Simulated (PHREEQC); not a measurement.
Dissolve 0.0037 mol/kgw H2SO4, 0.11 mol/kgw CuSO4 and 9.4e-05 mol/kgw MnSO4 at 80 °C. Closed to the air; pH follows from the charge balance.

Equilibrium calculation in PHREEQC: ion-association model, wateq4f.dat.

This is a speciation only: nothing precipitates in the calculation.

Q: Estimate the pH, ionic strength.

A: pH 3.07; ionic strength 0.220 mol/kgw.

Q: In which forms is S present?

A: CuSO4 48 %, SO4-2 46 %, HSO4- 5.6 % of the S.

Constants without temperature data keep their 25 °C values here.
